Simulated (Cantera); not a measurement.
Input: 1 mol Si, 1.3 mol HCl, 18 mol H₂, 1.4 mol Cl₂, equilibrated at 1000 °C and 1050 Torr.

These are equilibrium values from Cantera (NASA tables, ideal gas, pure condensed phases), not measurements of a reactor. Candidate condensed phases: Si; 19 gas species. The tables' values for SiCl₃ are old estimates; treat these amounts as uncertain. Rates play no part.

Base state: H₂ 0.907, HCl 0.0437, SiCl₄ 0.0209, SiHCl₃ 0.0173, SiCl₂ 0.00544, SiCl₃ 0.00416, SiH₂Cl₂ 0.00199, SiH₃Cl 6.37e-5 (mole fractions); condensed: Si(s).

**Question.** What changes in the equilibrium state with this change: H₂ from 18 to 0.76 mol?

**Answer.** 
```csv
species,before,after
H₂,0.907,0.477
SiCl₄,0.0209,0.326
HCl,0.0437,0.122
SiCl₃,0.00416,0.0169
SiHCl₃,0.0173,0.0511
SiH₃Cl,6.37e-5,6.70e-6
SiH₂Cl₂,0.00199,0.00111
SiCl₂,0.00544,0.00576
"Si(s), mol",0.0105,0
```

**Question.** What changes in the equilibrium state with this change: H₂ from 18 to 0.28 mol?

**Answer.** 
| species | before | after |
|---|---|---|
| SiCl₄ | 0.0209 | 0.424 |
| H₂ | 0.907 | 0.373 |
| HCl | 0.0437 | 0.129 |
| SiCl₃ | 0.00416 | 0.0184 |
| SiHCl₃ | 0.0173 | 0.0490 |
| SiH₃Cl | 6.37e-5 | 3.49e-6 |
| SiH₂Cl₂ | 0.00199 | 0.000783 |
| SiCl₂ | 0.00544 | 0.00521 |
| Si(s), mol | 0.0105 | 0 |

**Question.** What changes in the equilibrium state with this change: temperature from 1000 °C to 725 °C?

**Answer.** 
| species | before | after |
|---|---|---|
| H₂ | 0.907 | 0.930 |
| SiCl₄ | 0.0209 | 0.0374 |
| HCl | 0.0437 | 0.0190 |
| SiHCl₃ | 0.0173 | 0.0127 |
| SiCl₂ | 0.00544 | 2.34e-5 |
| SiCl₃ | 0.00416 | 0.000189 |
| SiH₃Cl | 6.37e-5 | 4.34e-6 |
| SiH₂Cl₂ | 0.00199 | 0.000465 |
| Si(s), mol | 0.0105 | 0 |
